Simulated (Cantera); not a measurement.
An adiabatic, constant-pressure homogeneous reactor starts with CH₄ : O₂ : N₂ = 1 : 0.87 : 3.27 (molar parts), at 1225 K and 0.237 atm.

Computed with Cantera and GRI-Mech 3.0 (53 species, 325 reactions).

**Question.** Predict: time of steepest temperature rise; temperature at 0.200 s; equilibrium temperature; x(CH₄) at 0.200 s; x(O₂) at 0.200 s; x(C₂H) at 0.200 s; x(C₂H₂) at 0.200 s.

**Answer.** 
```
Quantity                                                              Value
---------------------------------  ----------------------------------------
time of steepest temperature rise                                   0.157 s
temperature at 0.200 s                                               2122 K
equilibrium temperature                                              2121 K
x(CH₄) at 0.200 s                  3.22e-6 (gas-phase equilibrium 1.80e-11)
x(O₂) at 0.200 s                    3.50e-7 (gas-phase equilibrium 4.64e-7)
x(C₂H) at 0.200 s                    2.04e-9 (gas-phase equilibrium <1e-12)
x(C₂H₂) at 0.200 s                   5.39e-6 (gas-phase equilibrium <1e-12)
```
